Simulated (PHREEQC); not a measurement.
Nickel, zinc or cadmium bath: an equilibrium model

Make-up at 10 °C and 50 atm: 0.078 mol/kgw ZnCl2, 0.026 mol/kgw KCl and 0.21 mol/kgw NaHSO4. Closed to the air; pH follows from the charge balance.

Computed with PHREEQC (ion-association model, phreeqc.dat).

This is a speciation only: nothing precipitates in the calculation.

Q: What pH does the model give?

A: pH 1.06.

Q: In which forms is Cl present?

A: Cl- 98 %, ZnCl+ 1.4 % of the Cl.

Species that the database lacks are ignored. Under pressure, the constants of complexes without a molar volume in the database are unreliable. Away from 25 °C the constants follow the database's enthalpies or fits; those with neither stay at their 25 °C values.
